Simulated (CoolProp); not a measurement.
A Linde-Hampson liquefier for ethane: isothermal reversible compression at 320 K from 1 atm to 30 MPa, throttling to 1 atm, return gas leaving the recuperator 5 K below the feed. Each further row changes one setting.

The numbers come from the reference Helmholtz-energy equation of state, Bücker 2006 in CoolProp.

```json
[
 {"case": "as stated", "liquid yield per pass": "___", "compression work (kJ/kg of gas)": "390"},
 {"case": "high pressure 60 MPa", "liquid yield per pass": "___", "compression work (kJ/kg of gas)": "457"},
 {"case": "warm-end temperature 350 K", "liquid yield per pass": "___", "compression work (kJ/kg of gas)": "457"},
 {"case": "warm-end gap 10 K", "liquid yield per pass": "___", "compression work (kJ/kg of gas)": "390"}
]
```

Problem. Fill in the missing entries.

Solution. 
- as stated, liquid yield per pass: 0.460
- high pressure 60 MPa, liquid yield per pass: 0.431
- warm-end temperature 350 K, liquid yield per pass: 0.385
- warm-end gap 10 K, liquid yield per pass: 0.453
